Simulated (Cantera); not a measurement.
An isothermal, constant-pressure homogeneous reactor starts with 89.3 % NO, 10.7 % N₂, at 2150 K and 68.3 Torr.

Detailed kinetics in Cantera: GRI-Mech 3.0 (53 species, 325 reactions).

One state of this run: x NO = 0.840; x N₂ = 0.133; x NO₂ = 0.000133; x N₂O = 0.000277; x O = 0.00148; x O₂ = 0.0251. x: mole fraction; the columns are a selection and need not sum to one.

Problem. Which value of t (s) does it belong to?
A. 0.00181
B. 0.00994
C. 0.299
D. 0.0545

Solution. D, 0.0545
